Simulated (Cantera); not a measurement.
A perfectly stirred reactor is fed with H2 : O2 : N2 = 1 : 0.694 : 8.33 (molar parts), equivalence ratio 0.72, at 2.20 bar; it is adiabatic with a 650 K inlet, and is followed from long to short residence time, starting on the burning branch (τ in s: 0.41, 0.16, 0.059, 0.023, 0.0086, 0.0033, 0.0013, 0.00048, 0.00018, 7e-05, 2.7e-05, 1e-05).

Model: the H2/O2 subset of GRI-Mech 3.0, which has no nitrogen chemistry, integrated in Cantera. The hydrogen kinetics of GRI-Mech 3.0 are dated; newer H2 mechanisms differ, most at raised pressure.

### Question
What does this change do: N2 8.33 to 6.1 parts?

### Answer
| quantity | before | after |
|---|---|---|
| blow-out, bracketed by the residence times tried | burning at 0.180 ms, out at 70.0 µs | burning at 27.0 µs, out at 10.0 µs |
| x(H2) at τ = 0.410 s | 6.06e-5 | 5.88e-5 |
| x(O2) at τ = 0.410 s | 0.0204 | 0.0265 |
| x(H2O2) at τ = 0.410 s | 1.27e-7 | 7.10e-8 |
| x(H) at τ = 0.410 s | 2.21e-6 | 2.75e-6 |
| x(O) at τ = 0.410 s | 9.19e-6 | 1.64e-5 |
| x(H2) at τ = 1.30 ms | 0.00256 | 0.00239 |
| x(O2) at τ = 1.30 ms | 0.0213 | 0.0271 |
| x(H2O2) at τ = 1.30 ms | 1.74e-6 | 9.12e-7 |
| x(H) at τ = 1.30 ms | 0.000579 | 0.000705 |
| x(O) at τ = 1.30 ms | 0.000422 | 0.000682 |

### Question
What does this change do: inlet temperature 650 to 348 K?

### Answer
| quantity | before | after |
|---|---|---|
| blow-out, bracketed by the residence times tried | burning at 0.180 ms, out at 70.0 µs | burning at 0.160 s, out at 59.0 ms |
| x(H2) at τ = 0.410 s | 6.06e-5 | 0.00106 |
| x(O2) at τ = 0.410 s | 0.0204 | 0.0209 |
| x(H2O2) at τ = 0.410 s | 1.27e-7 | 2.83e-6 |
| x(H) at τ = 0.410 s | 2.21e-6 | 1.34e-6 |
| x(O) at τ = 0.410 s | 9.19e-6 | 1.89e-6 |
| x(H2) at τ = 1.30 ms | 0.00256 | 0.0998 |
| x(O2) at τ = 1.30 ms | 0.0213 | 0.0692 |
| x(H2O2) at τ = 1.30 ms | 1.74e-6 | <1e-12 |
| x(H) at τ = 1.30 ms | 0.000579 | <1e-12 |
| x(O) at τ = 1.30 ms | 0.000422 | <1e-12 |

### Question
What does this change do: inlet temperature 650 to 748 K?

### Answer
| quantity | before | after |
|---|---|---|
| blow-out, bracketed by the residence times tried | burning at 0.180 ms, out at 70.0 µs | burning at 70.0 µs, out at 27.0 µs |
| x(H2) at τ = 0.410 s | 6.06e-5 | 5.55e-5 |
| x(O2) at τ = 0.410 s | 0.0204 | 0.0203 |
| x(H2O2) at τ = 0.410 s | 1.27e-7 | 8.80e-8 |
| x(H) at τ = 0.410 s | 2.21e-6 | 2.58e-6 |
| x(O) at τ = 0.410 s | 9.19e-6 | 1.22e-5 |
| x(H2) at τ = 1.30 ms | 0.00256 | 0.00229 |
| x(O2) at τ = 1.30 ms | 0.0213 | 0.0211 |
| x(H2O2) at τ = 1.30 ms | 1.74e-6 | 1.18e-6 |
| x(H) at τ = 1.30 ms | 0.000579 | 0.000673 |
| x(O) at τ = 1.30 ms | 0.000422 | 0.000533 |
